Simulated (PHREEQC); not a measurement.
**Reverse-osmosis permeate (model solution)**

Synthetic water in mg/L, 7 °C, pH 6.02, pe 11.7:

```
constituent           mg/L
------------------  ------
Na                    4.36
K                     0.12
Ca                    2.05
Mg                    2.69
Cl                    4.91
S(6) as SO4           7.16
Alkalinity as HCO3    15.2
Cu(2)               0.0138
Cd                  0.0478
B                    0.108
```

Cl is adjusted to close the charge balance.
Valence states are taken as typed.

Computed with PHREEQC (ion-association model, phreeqc.dat).

Each row changes one thing in this solution. Precipitation was switched off in this run.

| case | CO2 (mol/kgw) | HCO3- (mol/kgw) | MgSO4 (mol/kgw) | CaSO4 (mol/kgw) | Cd+2 (mol/kgw) | MgHCO3+ (mol/kgw) | SI of Otavite (CdCO3) | SI of Gypsum (CaSO4:2H2O) |
|---|---|---|---|---|---|---|---|---|
| as made | 0.000722 | 0.000250 | 9.02e-7 | 4.49e-7 | 4.12e-7 | 2.72e-7 | -2.46 | -3.94 |
| pH from 6.02 to 5.5 at the same alkalinity | 0.00241 | 0.000252 | 9.02e-7 | 4.49e-7 | 4.12e-7 | 2.74e-7 | -2.98 | -3.94 |
| pH from 6.02 to 6.52 at the same alkalinity | 0.000228 | 0.000249 | 9.03e-7 | 4.49e-7 | 4.12e-7 | 2.71e-7 | -1.96 | -3.94 |
| Mg from 2.69 to 5.38 mg/L | 0.000717 | 0.000249 | 1.71e-6 | 4.25e-7 | 4.06e-7 | 5.32e-7 | -2.48 | -3.96 |
| all concentrations times 4 at the same typed pH | 0.00279 | 0.000991 | 1.10e-5 | 5.42e-6 | 1.54e-6 | 3.82e-6 | -1.35 | -2.86 |

Constants without temperature data keep their 25 °C values here. The database's constant for dissolved Cu(OH)2 is higher than later reviews accept.
